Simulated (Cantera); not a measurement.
Input (Python, Cantera) and output of one run.

```python
import numpy as np
import cantera as ct

gas_names = """
    C CN CO CO2 C2 CCN CNC C2N2 C2O C3 C3O2 C4 C4N2 C5 Cu CuO Cu2 N NCO NO NO2 NO3 N2 N2O O O2 O3
""".split()
cond_names = """
    C(gr) Cu(cr) Cu(L) CuO(s) Cu2O(s) Cu2O(L)
""".split()


# ... load() reads the species with a 1 bar reference pressure and builds the phases ...
atoms = {
    'Cu2O': {'Cu': 2, 'O': 1},
    'CO': {'C': 1, 'O': 1},
    'N2': {'N': 2},
}
top_T = {'C(gr)': 4500, 'CuO(s)': 1390}  # K; cautious upper limits of use, not melting points


# ... equilibrate(T, P, feed) seeds the gas with the atoms and calls Mixture.equilibrate('TP', solver="vcs", rtol=1e-11, max_steps=5000) ...
results = []
feed = {'Cu2O': 1, 'CO': 2.4, 'N2': 7.1}  # mol
P = 11  # Pa
for T in [1325, 1425, 1525, 1625, 1725, 1825, 1925, 2025, 2125, 2225, 2325, 2425, 2525]:
    mix = equilibrate(T, P, feed)
    results.append((T, P, feed, dict(zip(mix.species_names, mix.species_moles))))
    x = sorted(zip(gas.X, gas.species_names), reverse=True)
    print(f"T = {T:g} K  P = {P:g} Pa  gas = {mix.phase_moles(0):.4g} mol")
    print("   x: " + "  ".join(f"{s} {v:.3e}" for v, s in x if v > 0.0001))
    print("   condensed (mol): " + ("  ".join(f"{mix.phase(i).name} {mix.phase_moles(i):.4g}"
          for i in range(1, mix.n_phases) if mix.phase_moles(i) > 1e-12) or "none"))
```

Result:

```
T = 1325 K  P = 11 Pa  gas = 9.524 mol
   x: N2 7.455e-01  CO 1.470e-01  CO2 1.050e-01  Cu 2.553e-03
   condensed (mol): Cu(cr) 1.976
T = 1425 K  P = 11 Pa  gas = 9.691 mol
   x: N2 7.326e-01  CO 1.445e-01  CO2 1.032e-01  Cu 1.975e-02
   condensed (mol): Cu(L) 1.809
T = 1525 K  P = 11 Pa  gas = 10.71 mol
   x: N2 6.628e-01  CO 1.307e-01  Cu 1.131e-01  CO2 9.335e-02
   condensed (mol): Cu(L) 0.7874
T = 1625 K  P = 11 Pa  gas = 11.5 mol
   x: N2 6.174e-01  Cu 1.738e-01  CO 1.218e-01  CO2 8.694e-02
   condensed (mol): none
T = 1725 K  P = 11 Pa  gas = 11.5 mol
   x: N2 6.173e-01  Cu 1.739e-01  CO 1.219e-01  CO2 8.680e-02
   condensed (mol): none
T = 1825 K  P = 11 Pa  gas = 11.51 mol
   x: N2 6.169e-01  Cu 1.738e-01  CO 1.227e-01  CO2 8.585e-02  O2 3.139e-04  O 2.596e-04  NO 1.546e-04
   condensed (mol): none
T = 1925 K  P = 11 Pa  gas = 11.54 mol
   x: N2 6.150e-01  Cu 1.733e-01  CO 1.268e-01  CO2 8.113e-02  O2 1.767e-03  O 1.475e-03  NO 5.010e-04
   condensed (mol): none
T = 2025 K  P = 11 Pa  gas = 11.64 mol
   x: N2 6.093e-01  Cu 1.718e-01  CO 1.387e-01  CO2 6.750e-02  O 5.817e-03  O2 5.691e-03  NO 1.187e-03
   condensed (mol): none
T = 2125 K  P = 11 Pa  gas = 11.82 mol
   x: N2 5.998e-01  Cu 1.692e-01  CO 1.564e-01  CO2 4.664e-02  O 1.580e-02  O2 1.007e-02  NO 2.022e-03
   condensed (mol): none
T = 2225 K  P = 11 Pa  gas = 12.03 mol
   x: N2 5.889e-01  CO 1.728e-01  Cu 1.662e-01  O 3.170e-02  CO2 2.667e-02  O2 1.104e-02  NO 2.648e-03
   condensed (mol): none
T = 2325 K  P = 11 Pa  gas = 12.22 mol
   x: N2 5.794e-01  CO 1.835e-01  Cu 1.636e-01  O 4.964e-02  CO2 1.286e-02  O2 8.241e-03  NO 2.806e-03
   condensed (mol): none
T = 2425 K  P = 11 Pa  gas = 12.36 mol
   x: N2 5.731e-01  CO 1.887e-01  Cu 1.618e-01  O 6.378e-02  CO2 5.465e-03  O2 4.565e-03  NO 2.524e-03
   condensed (mol): none
T = 2525 K  P = 11 Pa  gas = 12.43 mol
   x: N2 5.700e-01  CO 1.908e-01  Cu 1.608e-01  O 7.193e-02  CO2 2.194e-03  O2 2.123e-03  NO 2.054e-03
   condensed (mol): none
```

Method: chemical equilibrium by Gibbs-energy minimisation in Cantera with the NASA 1993 tables (ideal gas, pure condensed phases).
